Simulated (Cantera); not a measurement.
Input: 1 mol B, 5.3 mol O₂, 3.5 mol H₂, 12 mol N₂, equilibrated at 1348 K.

Equilibrium computed with Cantera from the NASA thermochemical tables; the gas is ideal and each condensed phase is pure. Candidate condensed phases: B, BN, B₂O₃, B₃O₃H₃, H₂O; 39 gas species. Equilibrium is a limit: real reactors are often held back by kinetics, nucleation or transport.

At 37.0 Pa, list the 4 most abundant gas species with their mole fractions, and the condensed phases.

N₂ 0.638, H₂O 0.160, O₂ 0.149, HBO₂ 0.0523. Condensed: gas only.
